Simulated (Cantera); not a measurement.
Input: 1 mol SiH4, 0.93 mol N2, 28 mol H2, held at 10.0 Torr.

Equilibrium computed with Cantera from the NASA thermochemical tables; the gas is ideal and each condensed phase is pure. Candidate condensed phases: Si, Si3N4; 18 gas species. N2 is the only nitrogen source here; it is nearly inert below about 1500 K, so the nitride shown seldom forms there in practice. Gases not in the tables: Si2H6 and higher silanes. Equilibrium is a limit: real reactors are often held back by kinetics, nucleation or transport.

Question: Which condensed phases are stable at each of these points (T (°C)): 452, 552, 652, 752, 852, 952, 1052, 1152, 1252, 1352, 1452, 1552, 1652, 1752?

Answer: 
| T (°C) | condensed phases | Si condensed (%) |
|---|---|---|
| 452 | Si3N4(s) | 100.0 |
| 552 | Si3N4(s) | 100.0 |
| 652 | Si3N4(s) | 100.0 |
| 752 | Si3N4(s) | 100.0 |
| 852 | Si3N4(s) | 100.0 |
| 952 | Si3N4(s) | 100.0 |
| 1052 | Si3N4(s) | 100.0 |
| 1152 | Si3N4(s) | 100.0 |
| 1252 | Si3N4(s) | 100.0 |
| 1352 | Si(s) | 99.9 |
| 1452 | Si(l) | 99.7 |
| 1552 | Si(l) | 98.7 |
| 1652 | Si(l) | 95.2 |
| 1752 | Si(l) | 84.3 |

From 452 °C to 1252 °C the condensed part is Si3N4(s). At 1352 °C the condensed part is Si(s). From 1452 °C to 1752 °C the condensed part is Si(l).
